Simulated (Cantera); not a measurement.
Cantera run:

```python
import numpy as np
import cantera as ct

gas_names = """
    CL CLO CL2 H HCL HOCL HO2 H2 H2O H2O2 O OH O2 O3 Si SiCL SiCL2 SiCL3 SiCL4 SiH SiHCL3 SiH2 SiH2CL2
    SiH3 SiH3CL SiH4 SiO SiO2 Si2 Si3
""".split()
cond_names = """
    H2O(s) H2O(L) Si(cr) Si(L) SiO2(Lqz) SiO2(hqz) SiO2(L)
""".split()


# ... load() reads the species with a 1 bar reference pressure and builds the phases ...
atoms = {
    'Si': {'Si': 1},
    'HCl': {'H': 1, 'CL': 1},
    'H2O': {'H': 2, 'O': 1},
}
top_T = {}  # K; cautious upper limits of use, not melting points


# ... equilibrate(T, P, feed) seeds the gas with the atoms and calls Mixture.equilibrate('TP', solver="vcs", rtol=1e-11, max_steps=5000) ...
results = []
T = 1250  # K
P = 280000  # Pa
for m in [0.032, 0.039, 0.048, 0.059, 0.073, 0.091, 0.11, 0.14, 0.17]:
    feed = {'Si': 1, 'HCl': m, 'H2O': 1.2}  # mol
    mix = equilibrate(T, P, feed)
    results.append((T, P, feed, dict(zip(mix.species_names, mix.species_moles))))
    x = sorted(zip(gas.X, gas.species_names), reverse=True)
    print(f"T = {T:g} K  P = {P:g} Pa  n(HCl) = {m:g} mol  gas = {mix.phase_moles(0):.4g} mol")
    print("   x: " + "  ".join(f"{s} {v:.3e}" for v, s in x if v > 0.0001))
    print("   condensed (mol): " + ("  ".join(f"{mix.phase(i).name} {mix.phase_moles(i):.4g}"
          for i in range(1, mix.n_phases) if mix.phase_moles(i) > 1e-12) or "none"))
```

Result:

```
T = 1250 K  P = 280000 Pa  n(HCl) = 0.032 mol  gas = 1.228 mol
   x: H2 9.813e-01  HCL 1.472e-02  SiHCL3 1.772e-03  SiCL4 7.473e-04  SiH2CL2 5.719e-04  SiCL2 5.559e-04  SiCL3 2.409e-04
   condensed (mol): Si(cr) 0.3952  SiO2(hqz) 0.6
T = 1250 K  P = 280000 Pa  n(HCl) = 0.039 mol  gas = 1.234 mol
   x: H2 9.785e-01  HCL 1.624e-02  SiHCL3 2.384e-03  SiCL4 1.112e-03  SiH2CL2 6.957e-04  SiCL2 6.781e-04  SiCL3 3.245e-04
   condensed (mol): Si(cr) 0.3935  SiO2(hqz) 0.6
T = 1250 K  P = 280000 Pa  n(HCl) = 0.048 mol  gas = 1.241 mol
   x: H2 9.751e-01  HCL 1.787e-02  SiHCL3 3.187e-03  SiCL4 1.641e-03  SiH2CL2 8.422e-04  SiCL2 8.238e-04  SiCL3 4.346e-04
   condensed (mol): Si(cr) 0.3913  SiO2(hqz) 0.6
T = 1250 K  P = 280000 Pa  n(HCl) = 0.059 mol  gas = 1.249 mol
   x: H2 9.713e-01  HCL 1.952e-02  SiHCL3 4.173e-03  SiCL4 2.357e-03  SiH2CL2 1.005e-03  SiCL2 9.872e-04  SiCL3 5.702e-04
   condensed (mol): Si(cr) 0.3886  SiO2(hqz) 0.6
T = 1250 K  P = 280000 Pa  n(HCl) = 0.073 mol  gas = 1.26 mol
   x: H2 9.668e-01  HCL 2.126e-02  SiHCL3 5.417e-03  SiCL4 3.348e-03  SiH2CL2 1.193e-03  SiCL2 1.177e-03  SiCL3 7.418e-04
   condensed (mol): Si(cr) 0.3849  SiO2(hqz) 0.6
T = 1250 K  P = 280000 Pa  n(HCl) = 0.091 mol  gas = 1.274 mol
   x: H2 9.614e-01  HCL 2.309e-02  SiHCL3 6.981e-03  SiCL4 4.713e-03  SiH2CL2 1.407e-03  SiCL2 1.396e-03  SiCL3 9.587e-04
   condensed (mol): Si(cr) 0.3802  SiO2(hqz) 0.6
T = 1250 K  P = 280000 Pa  n(HCl) = 0.11 mol  gas = 1.288 mol
   x: H2 9.560e-01  HCL 2.469e-02  SiHCL3 8.580e-03  SiCL4 6.229e-03  SiH2CL2 1.609e-03  SiCL2 1.605e-03  SiCL3 1.182e-03
   condensed (mol): Si(cr) 0.3752  SiO2(hqz) 0.6
T = 1250 K  P = 280000 Pa  n(HCl) = 0.14 mol  gas = 1.311 mol
   x: H2 9.481e-01  HCL 2.675e-02  SiHCL3 1.100e-02  SiCL4 8.717e-03  SiCL2 1.899e-03  SiH2CL2 1.887e-03  SiCL3 1.521e-03
   condensed (mol): Si(cr) 0.3671  SiO2(hqz) 0.6
T = 1250 K  P = 280000 Pa  n(HCl) = 0.17 mol  gas = 1.333 mol
   x: H2 9.408e-01  HCL 2.841e-02  SiHCL3 1.328e-02  SiCL4 1.127e-02  SiCL2 2.159e-03  SiH2CL2 2.129e-03  SiCL3 1.843e-03
   condensed (mol): Si(cr) 0.359  SiO2(hqz) 0.6
```

These are equilibrium values from Cantera (NASA tables, ideal gas, pure condensed phases), not measurements of a reactor. Mutual solubility and eutectic melting of coexisting phases are not modelled. The tables' values for SiCl3 are old estimates; treat these amounts as uncertain. The tables hold silica as quartz up to 1696 K and as liquid above; real silica turns to tridymite and cristobalite and melts near 1996 K.
